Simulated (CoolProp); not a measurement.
Saturation properties of CH3F (R41) (Tc = 44.1 °C, pc = 5.906 MPa, ω = 0.200).

Computed with CoolProp (reference Helmholtz-energy equation of state, Lemmon 2006). It is a short technical equation, of lower accuracy than the large ones.

```csv
T (°C),p (MPa),liquid density (kg/m³),vapour density (kg/m³),enthalpy of vaporisation (kJ/kg),liquid cp (kJ/(kg K))
-89.25,0.05342,903.5,1.224,502.3,2.061
-78.95,0.09805,882.4,2.157,488.5,2.071
-68.75,0.1673,860.8,3.558,473.9,2.089
-58.45,0.2712,838.0,5.611,…,2.116
-48.15,0.4191,814.1,…,441.1,…
-37.95,0.6195,…,…,…,2.207
-27.65,0.8880,762.4,17.72,402.1,2.277
-17.35,1.236,733.6,24.81,379.1,2.373
-7.05,1.677,702.2,34.28,353.1,2.506
```

Task: What belongs in the gaps?

Result: 
- -58.45, enthalpy of vaporisation (kJ/kg): 458.2
- -48.15, vapour density (kg/m³): 8.496
- -48.15, liquid cp (kJ/(kg K)): 2.155
- -37.95, liquid density (kg/m³): 789.2
- -37.95, vapour density (kg/m³): 12.40
- -37.95, enthalpy of vaporisation (kJ/kg): 422.6

It boils at -78.4 °C under 1 atm.
